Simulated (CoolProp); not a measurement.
Vapour-liquid equilibrium of carbon dioxide (1) + R143a (2) at 758 kPa; x and y are mole fractions of (1).

Values from CoolProp's multi-fluid Helmholtz-energy mixture model, Span 1996 and Lemmon and Jacobsen 2000; pair parameters Bell 2016.

| x | bubble temperature (K) | y at the bubble point | dew temperature at overall composition x (K) | liquid density (mol/L) |
|---|---|---|---|---|
| 0.05 | ? | 0.165 | ? | 12.41 |
| 0.2 | 259.4 | 0.550 | ? | ? |
| 0.35 | 247.5 | 0.757 | 267.9 | 15.68 |
| 0.5 | 239.4 | 0.859 | 261.7 | ? |
| 0.65 | 234.0 | 0.915 | 254.2 | 19.47 |
| 0.8 | 230.1 | 0.954 | 244.4 | ? |
| 0.95 | 226.8 | ? | 230.5 | 24.83 |

Q: What belongs in the gaps?

A: 
- 0.05, bubble temperature (K): 274.5
- 0.05, dew temperature at overall composition x (K): 278.3
- 0.2, dew temperature at overall composition x (K): 273.4
- 0.2, liquid density (mol/L): 14.00
- 0.5, liquid density (mol/L): 17.47
- 0.8, liquid density (mol/L): 21.85
- 0.95, y at the bubble point: 0.988

No azeotrope shows between x = 0.05 and 0.95.

Pair parameters are fitted to limited data, so mixtures are less certain than the pure fluids. The gap from Raoult's law changes sign with composition, which may be real or a fault of the pair parameters; it wasn't checked against measurements.
